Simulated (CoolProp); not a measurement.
Saturated liquid density (kg/m³) of hexamethyldisiloxane (MM): the reference equation beside estimates from Tc = 518.7 K, pc = 19.31 bar, ω = 0.418.

Model: reference Helmholtz-energy equation of state, Thol 2016, in CoolProp.

```
T (K)  reference  Soave-Redlich-Kwong  Peng-Robinson
-----  ---------  -------------------  -------------
265.4      793.5                731.1          821.9
274.8      783.9                724.3          814.7
284.2      774.1                717.2          807.2
293.6      764.3                709.8          799.3
303        754.4                702.0          791.0
312.4      744.3                693.9          782.3
321.8      734.2                685.4          773.2
331.2      723.9                676.4          763.6
340.5      713.5                667.2          753.6
```

Absolute difference from the reference over all 9 rows, mean and median: Soave-Redlich-Kwong 7.0 and 6.9 %, Peng-Robinson 4.7 and 4.9 %.
